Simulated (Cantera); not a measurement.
**Premixed flame**

A freely propagating, adiabatic, planar premixed flame of 10.6 % CO, 0.913 % H2, 5.10 % CH4, 17.5 % O2, 65.8 % N2, unburnt at 700 K and 750 Torr; mixture-averaged transport, grid criteria slope 0.08 and curve 0.16, no radiation.

Cantera simulation using GRI-Mech 3.0 (53 species, 325 reactions); the numbers are that mechanism's predictions, not measurements. Burning velocities carry a grid error of a few per cent, more on coarse grids.

```csv
z (mm),T (K),u (m/s),x CO,x H2,x CH4,x NO2,x HO2,x CH2CO
-0.975,700,2.30,0.106,0.00923,0.0510,<1e-8,5.08e-8,<1e-8
-0.650,700,2.30,0.106,0.00948,0.0510,<1e-8,8.12e-7,<1e-8
-0.487,701,2.31,0.106,0.00987,0.0509,<1e-8,5.07e-6,<1e-8
-0.325,708,2.33,0.106,0.0109,0.0506,<1e-8,4.68e-5,2.72e-8
-0.162,848,2.81,0.106,0.0139,0.0448,<1e-8,0.000158,1.88e-6
-0.0812,1152,3.84,0.109,0.0161,0.0302,<1e-8,0.000163,1.11e-5
0,1556,5.20,0.113,0.0157,0.00844,<1e-8,0.000144,2.28e-5
0.0812,1747,5.82,0.100,0.0113,0.000631,<1e-8,3.13e-5,4.02e-6
0.162,1816,6.01,0.0835,0.00913,2.21e-5,<1e-8,1.51e-5,1.53e-7
0.325,1902,6.23,0.0639,0.00915,4.42e-8,<1e-8,1.08e-5,<1e-8
0.650,2007,6.52,0.0522,0.00894,<1e-8,<1e-8,7.78e-6,<1e-8
1.30,2121,6.84,0.0460,0.00757,<1e-8,<1e-8,5.31e-6,<1e-8
2.60,2232,7.14,0.0391,0.00590,<1e-8,1.75e-8,3.58e-6,<1e-8
```
x: mole fraction of selected species; z is measured from the peak of heat release.

* **laminar burning velocity**: 230 cm/s
* **thermal thickness**: 0.325 mm
* **peak x(HO2)**: 0.000182
* **peak x(CH2CO)**: 2.37e-5
* **grid points**: 165
